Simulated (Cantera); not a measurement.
What does this Cantera script print?

```python
import numpy as np
import cantera as ct

gas_names = """
    AL ALH ALN AL2 H H2 N NH NH2 NH3 N2 N2H2 N2H4
""".split()
cond_names = """
    AL(cr) AL(L) ALN(s)
""".split()


# ... load() reads the species with a 1 bar reference pressure and builds the phases ...
atoms = {
    'Al': {'AL': 1},
    'N2': {'N': 2},
    'H2': {'H': 2},
}
top_T = {'ALN(s)': 2750}  # K; cautious upper limits of use, not melting points


# ... equilibrate(T, P, feed) seeds the gas with the atoms and calls Mixture.equilibrate('TP', solver="vcs", rtol=1e-11, max_steps=5000) ...
results = []
feed = {'Al': 1, 'N2': 3.1, 'H2': 270}  # mol
P = 100000  # Pa
for T in [1398, 1498, 1598, 1698, 1798, 1898, 1998, 2098, 2198]:
    mix = equilibrate(T, P, feed)
    results.append((T, P, feed, dict(zip(mix.species_names, mix.species_moles))))
    x = sorted(zip(gas.X, gas.species_names), reverse=True)
    print(f"T = {T:g} K  P = {P:g} Pa  gas = {mix.phase_moles(0):.4g} mol")
    print("   x: " + "  ".join(f"{s} {v:.3e}" for v, s in x if v > 0.001))
    print("   condensed (mol): " + ("  ".join(f"{mix.phase(i).name} {mix.phase_moles(i):.4g}"
          for i in range(1, mix.n_phases) if mix.phase_moles(i) > 1e-12) or "none"))
```

Result:

```
T = 1398 K  P = 100000 Pa  gas = 272.6 mol
   x: H2 9.905e-01  N2 9.534e-03
   condensed (mol): ALN(s) 1
T = 1498 K  P = 100000 Pa  gas = 272.6 mol
   x: H2 9.904e-01  N2 9.535e-03
   condensed (mol): ALN(s) 1
T = 1598 K  P = 100000 Pa  gas = 272.6 mol
   x: H2 9.904e-01  N2 9.535e-03
   condensed (mol): ALN(s) 1
T = 1698 K  P = 100000 Pa  gas = 272.6 mol
   x: H2 9.903e-01  N2 9.536e-03
   condensed (mol): ALN(s) 0.9999
T = 1798 K  P = 100000 Pa  gas = 272.6 mol
   x: H2 9.901e-01  N2 9.537e-03
   condensed (mol): ALN(s) 0.9988
T = 1898 K  P = 100000 Pa  gas = 272.7 mol
   x: H2 9.896e-01  N2 9.551e-03
   condensed (mol): ALN(s) 0.9899
T = 1998 K  P = 100000 Pa  gas = 272.9 mol
   x: H2 9.885e-01  N2 9.654e-03  H 1.595e-03
   condensed (mol): ALN(s) 0.9298
T = 2098 K  P = 100000 Pa  gas = 273.6 mol
   x: H2 9.852e-01  N2 1.023e-02  H 3.055e-03  AL 1.191e-03
   condensed (mol): ALN(s) 0.6003
T = 2198 K  P = 100000 Pa  gas = 274.8 mol
   x: H2 9.796e-01  N2 1.128e-02  H 5.511e-03  AL 3.066e-03
   condensed (mol): none
```

Equilibrium computed with Cantera from the NASA thermochemical tables; the gas is ideal and each condensed phase is pure.
